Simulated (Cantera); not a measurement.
Input (Python, Cantera) and output of one run.

```python
import numpy as np
import cantera as ct

gas_names = """
    H HNO HNO2 HNO3 HO2 H2 H2O H2O2 Hg N NH NH2 NH3 NH2OH NO NO2 NO3 N2 N2H2 N2H4 N2O O OH O2 O3
""".split()
cond_names = """
    H2O(s) H2O(L) Hg(cr) Hg(L) HgO(s)
""".split()


def load(file, names, dense=False):
    # The tables refer to 1 bar. Condensed volumes are neglected.
    table = {s.name: s for s in ct.Species.list_from_file(file)}
    out = []
    for n in names:
        d = dict(table[n].input_data)
        d["thermo"] = dict(d["thermo"], **{"reference-pressure": 1e5})
        if dense:
            d["equation-of-state"] = {"model": "constant-volume", "density": "1e6 g/cm^3"}
        out.append(ct.Species.from_dict(d))
    return out


gas = ct.Solution(thermo="ideal-gas", species=load("nasa_gas.yaml", gas_names))
cond = {s.name: ct.Solution(thermo="fixed-stoichiometry", species=[s], name=s.name)
        for s in load("nasa_condensed.yaml", cond_names, dense=True)}
atoms = {
    'HgO': {'Hg': 1, 'O': 1},
    'H2': {'H': 2},
    'N2': {'N': 2},
}
top_T = {}  # K; cautious upper limits of use, not melting points


def equilibrate(T, P, feed):
    n = {}
    for name, mol in feed.items():
        for a, k in atoms[name].items():
            n[a] = n.get(a, 0.0) + k * mol
    gas.TPX = T, P, n
    mass = sum(n.values()) * gas.mean_molecular_weight
    gas.equilibrate("TP")
    valid = [c for c in cond.values() if c.min_temp <= T <= top_T.get(c.name, c.max_temp)]
    mix = ct.Mixture([(gas, mass / gas.mean_molecular_weight)] + [(c, 0.0) for c in valid])
    mix.T, mix.P = T, P
    mix.equilibrate("TP", solver="vcs", rtol=1e-11, max_steps=5000)
    return mix


results = []
P = 31000  # Pa
for T in [600, 650, 700, 750, 800, 850, 900, 950, 1000, 1050, 1100, 1150, 1200]:
    for m in [0.21, 0.32, 0.49, 0.76, 1.2, 1.8, 2.7, 4.2, 6.4, 9.8]:
        feed = {'HgO': 1, 'H2': m, 'N2': 0.57}  # mol
        mix = equilibrate(T, P, feed)
        results.append((T, P, feed, dict(zip(mix.species_names, mix.species_moles))))

for T, P, feed, n in results:
    print(f"{T:7g} {feed['H2']:10.4g}  " + (" + ".join(c for c in cond_names if n.get(c, 0) > 1e-12) or "gas only"))
```

Result:

```
    600       0.21  HgO(s)
    600       0.32  HgO(s)
    600       0.49  HgO(s)
    600       0.76  HgO(s)
    600        1.2  gas only
    600        1.8  gas only
    600        2.7  gas only
    600        4.2  gas only
    600        6.4  gas only
    600        9.8  gas only
    650       0.21  HgO(s)
    650       0.32  HgO(s)
    650       0.49  gas only
    650       0.76  gas only
    650        1.2  gas only
    650        1.8  gas only
    650        2.7  gas only
    650        4.2  gas only
    650        6.4  gas only
    650        9.8  gas only
    700       0.21  gas only
    700       0.32  gas only
    700       0.49  gas only
    700       0.76  gas only
    700        1.2  gas only
    700        1.8  gas only
    700        2.7  gas only
    700        4.2  gas only
    700        6.4  gas only
    700        9.8  gas only
    750       0.21  gas only
    750       0.32  gas only
    750       0.49  gas only
    750       0.76  gas only
    750        1.2  gas only
    750        1.8  gas only
    750        2.7  gas only
    750        4.2  gas only
    750        6.4  gas only
    750        9.8  gas only
    800       0.21  gas only
    800       0.32  gas only
    800       0.49  gas only
    800       0.76  gas only
    800        1.2  gas only
    800        1.8  gas only
    800        2.7  gas only
    800        4.2  gas only
    800        6.4  gas only
    800        9.8  gas only
    850       0.21  gas only
    850       0.32  gas only
    850       0.49  gas only
    850       0.76  gas only
    850        1.2  gas only
    850        1.8  gas only
    850        2.7  gas only
    850        4.2  gas only
    850        6.4  gas only
    850        9.8  gas only
    900       0.21  gas only
    900       0.32  gas only
    900       0.49  gas only
    900       0.76  gas only
    900        1.2  gas only
    900        1.8  gas only
    900        2.7  gas only
    900        4.2  gas only
    900        6.4  gas only
    900        9.8  gas only
    950       0.21  gas only
    950       0.32  gas only
    950       0.49  gas only
    950       0.76  gas only
    950        1.2  gas only
    950        1.8  gas only
    950        2.7  gas only
    950        4.2  gas only
    950        6.4  gas only
    950        9.8  gas only
   1000       0.21  gas only
   1000       0.32  gas only
   1000       0.49  gas only
   1000       0.76  gas only
   1000        1.2  gas only
   1000        1.8  gas only
   1000        2.7  gas only
   1000        4.2  gas only
   1000        6.4  gas only
   1000        9.8  gas only
   1050       0.21  gas only
   1050       0.32  gas only
   1050       0.49  gas only
   1050       0.76  gas only
   1050        1.2  gas only
   1050        1.8  gas only
   1050        2.7  gas only
   1050        4.2  gas only
   1050        6.4  gas only
   1050        9.8  gas only
   1100       0.21  gas only
   1100       0.32  gas only
   1100       0.49  gas only
   1100       0.76  gas only
   1100        1.2  gas only
   1100        1.8  gas only
   1100        2.7  gas only
   1100        4.2  gas only
   1100        6.4  gas only
   1100        9.8  gas only
   1150       0.21  gas only
   1150       0.32  gas only
   1150       0.49  gas only
   1150       0.76  gas only
   1150        1.2  gas only
   1150        1.8  gas only
   1150        2.7  gas only
   1150        4.2  gas only
   1150        6.4  gas only
   1150        9.8  gas only
   1200       0.21  gas only
   1200       0.32  gas only
   1200       0.49  gas only
   1200       0.76  gas only
   1200        1.2  gas only
   1200        1.8  gas only
   1200        2.7  gas only
   1200        4.2  gas only
   1200        6.4  gas only
   1200        9.8  gas only
```

Cantera equilibrium calculation (NASA polynomials, part measured and part estimated; ideal gas, pure solids and liquids).
